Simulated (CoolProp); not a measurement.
A single-stage vapour-compression cycle with R1336mzz(E): evaporating at 289.15 K (dew point), condensing at 359.15 K (bubble point), superheat 5 K, subcooling 5 K, compressor efficiency 0.75, no pressure losses. Each further row changes one setting.

Computed with CoolProp (reference Helmholtz-energy equation of state, Akasaka 2023).

```
case                              cooling COP  pressure ratio  discharge temperature (K)  refrigerating effect (kJ/kg)  volumetric capacity (kJ/m³)
--------------------------------  -----------  --------------  -------------------------  ----------------------------  ---------------------------
as stated                                1.86            7.86                      359.2                          69.6                          690
evaporating temperature 294.15 K         2.14            6.53                      359.2                          73.1                          866
condensing temperature 354.15 K          2.16            6.99                      354.1                          76.4                          758
subcooling 10 K                          2.05            7.86                      359.2                          76.4                          758
superheat 15 K                           1.97            7.86                      366.9                          78.0                          743
compressor efficiency 0.65               1.62            7.86                      362.3                          69.6                          690
```

The compression ends wet for: as stated; evaporating temperature 294.15 K; condensing temperature 354.15 K; subcooling 10 K.
